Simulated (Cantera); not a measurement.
Input: 1 mol Cr, 3.9 mol H2O, 24 mol N2, at 1000 °C and 10.0 mbar.

Method: chemical equilibrium by Gibbs-energy minimisation in Cantera with the NASA 1993 tables (ideal gas, pure condensed phases). Candidate condensed phases: Cr, CrN, Cr2N, Cr2O3, H2O; 29 gas species. The numbers say what is thermodynamically allowed, not how fast it happens.

Base state: N2 0.860, H2O 0.0860, H2 0.0538 (mole fractions); condensed: Cr2O3(s).

### Question
What changes in the equilibrium state with this change: temperature from 1000 °C to 2375 °C?

### Answer
```csv
species,before,after
N2,0.860,0.749
H,1.65e-6,0.0899
H2,0.0538,0.0373
H2O,0.0860,0.0309
O,<1e-9,0.0279
Cr,<1e-9,0.0143
CrO,<1e-9,0.0136
OH,3.05e-8,0.0181
O2,<1e-9,0.00937
NO,<1e-9,0.00605
CrO2,<1e-9,0.00346
"Cr2O3(s), mol",0.500,0
```

### Question
What changes in the equilibrium state with this change: Cr replaced by V?

### Answer
```tsv
species	before	after
N2	0.860	0.860
H2O	0.0860	0.0860
H2	0.0538	0.0538
Cr2O3(s), mol	0.500	0
V2O3(s), mol	0	0.500
```
Condensed phases not in the tables: the oxides between V2O3 and V2O5 other than VO2. Further candidate phases: V, VN, VO, V2O3, V2O4, V2O5.
